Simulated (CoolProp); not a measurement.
R11 at 298.15 K and 0.68 MPa flows at 21 m/s in a round tube of 1 mm bore and 0.25 µm roughness, fully developed (64/Re and Nu = 3.66 if laminar; Colebrook and Gnielinski if turbulent). Each further row changes one setting.

Values from CoolProp's reference Helmholtz-energy equation of state, Jacobsen 1992.

```json
[
 {"case": "as stated", "Reynolds number": "71200", "Darcy friction factor": "0.0204", "pressure drop (Pa/m)": "6640000", "heat-transfer coefficient (W/(m² K))": "32900", "mass flow (kg/h)": "87.7"},
 {"case": "velocity 42 m/s", "Reynolds number": "142000", "Darcy friction factor": "0.0182", "pressure drop (Pa/m)": "(withheld)", "heat-transfer coefficient (W/(m² K))": "61100", "mass flow (kg/h)": "175"},
 {"case": "diameter 2 mm", "Reynolds number": "142000", "Darcy friction factor": "0.0175", "pressure drop (Pa/m)": "(withheld)", "heat-transfer coefficient (W/(m² K))": "29600", "mass flow (kg/h)": "(withheld)"}
]
```

**Question.** Fill in the missing entries.

**Answer.** 
- velocity 42 m/s, pressure drop (Pa/m): 2.38e7
- diameter 2 mm, pressure drop (Pa/m): 2850000
- diameter 2 mm, mass flow (kg/h): 351

Viscosity comes from a separate model (Klein 1997), an estimate that may be off by 10 % or more. Thermal conductivity comes from a separate model (McLinden 2000), an estimate that may be off by 10 % or more.
